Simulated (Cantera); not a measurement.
Cantera run, input and output.

```python
import numpy as np
import cantera as ct

gas = ct.Solution("gri30.yaml")
gas.TPX = 1400, 31, {'C3H8': 1, 'H2': 94, 'H2O': 0.51}
reactor = ct.IdealGasConstPressureReactor(gas, energy="off", clone=False)
net = ct.ReactorNet([reactor])
net.rtol, net.atol = 1e-08, 1e-18
show = ['C3H8', 'H2', 'C2H', 'CH2', 'CH3', 'C2H4']
times = np.geomspace(0.0003, 200, 11)

steps = ct.SolutionArray(gas, extra=["t"])
rows = []
print(f"{'t/s':>10s}{'T/K':>9s}{'P/Pa':>11s}" + "".join(f"{s:>11s}" for s in show))
for t in times:
    while net.time < t:
        t_next = net.step()
        steps.append(gas.state, t=t_next)
    rows.append([np.interp(t, steps.t, y) for y in (steps.T, steps.P, *steps(*show).X.T)])
    print(f"{t:10.3e}{rows[-1][0]:9.1f}{rows[-1][1]:11.4g}" + "".join(f"{x:11.3e}" for x in rows[-1][2:]))
rate = np.gradient(steps.T, steps.t)
print("integrator steps:", len(steps.t))
if steps.T.max() > steps.T[0] + 200:
    print(f"time of steepest temperature rise: {steps.t[rate.argmax()]:.4e} s")
gas.TPX = 1400, 31, {'C3H8': 1, 'H2': 94, 'H2O': 0.51}
gas.equilibrate("TP")
print(f"equilibrium (TP): T = {gas.T:.1f} K  " + "  ".join(f"{s} {gas[s].X[0]:.3e}" for s in show))
```

Output:

```
       t/s      T/K       P/Pa       C3H8         H2        C2H        CH2        CH3       C2H4
 3.000e-04   1400.0         31  1.045e-02  9.842e-01  1.623e-21  9.868e-13  1.684e-05  1.002e-06
 1.147e-03   1400.0         31  1.040e-02  9.841e-01  1.683e-18  8.484e-11  6.087e-05  1.461e-05
 4.384e-03   1400.0         31  1.013e-02  9.837e-01  3.823e-15  7.278e-09  2.466e-04  1.982e-04
 1.676e-02   1400.0         31  8.074e-03  9.810e-01  4.707e-12  2.854e-07  9.896e-04  1.954e-03
 6.407e-02   1400.0         31  5.886e-04  9.714e-01  1.671e-09  9.369e-07  8.102e-04  8.012e-03
 2.449e-01   1400.0         31  1.986e-08  9.718e-01  4.900e-09  2.459e-07  3.151e-04  5.455e-03
 9.364e-01   1400.0         31  1.693e-11  9.726e-01  4.053e-09  6.010e-08  1.490e-04  2.543e-03
 3.580e+00   1400.0         31  5.509e-12  9.729e-01  3.026e-09  2.096e-08  8.627e-05  5.936e-04
 1.369e+01   1400.0         31  3.425e-12  9.730e-01  2.667e-09  1.432e-08  7.077e-05  2.179e-05
 5.232e+01   1400.0         31  2.616e-12  9.732e-01  2.443e-09  1.157e-08  6.289e-05  1.000e-05
 2.000e+02   1400.0         31  1.521e-12  9.735e-01  2.110e-09  7.795e-09  5.009e-05  8.415e-06
integrator steps: 1123
equilibrium (TP): T = 1400.0 K  C3H8 1.061e-17  H2 9.820e-01  C2H 3.404e-09  CH2 1.033e-10  CH3 5.100e-07  C2H4 3.139e-06
```

Cantera simulation using GRI-Mech 3.0 (53 species, 325 reactions); the numbers are that mechanism's predictions, not measurements. GRI-Mech 3.0 was tuned for natural gas; its chemistry of propane as a main component is partial and can be far from experiment. GRI-Mech 3.0 stops at C3 and has no aromatics, soot or wall deposition, so with more carbon than oxygen in the feed, carbon stays in small species such as C2H2 where larger ones or solid carbon would form. Radical loss at walls, strong at low pressure, is not modelled.
